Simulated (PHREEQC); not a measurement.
Dissolve 28 mmol/kgw NaOH, 0.23 mmol/kgw NaAlO2 and 39 mmol/kgw (CH3)4NCl at 25 °C. Closed to the air; pH follows from the charge balance.

Computed with PHREEQC (ion-association model, phreeqc.dat).

```csv
quantity,before,after
pH,12.34,12.29
ionic strength (mol/kgw),0.0672,0.223
SI of Gibbsite (Al(OH)3),-1.52,-1.51
SI of Halite (NaCl),-4.72,-4.11
```

What was changed between the two runs?
A. temperature from 25 to 5 °C
B. (CH3)4NCl from 0.039 to 0.195 mol/kgw
C. 0.045 mol/kgw H2SO4 added
D. diluted 10-fold with water

B, (CH3)4NCl from 0.039 to 0.195 mol/kgw

No solid was allowed to form. (CH3)4N+ isn't in the database: it is added as a free cation with an ion size of 4 Å.
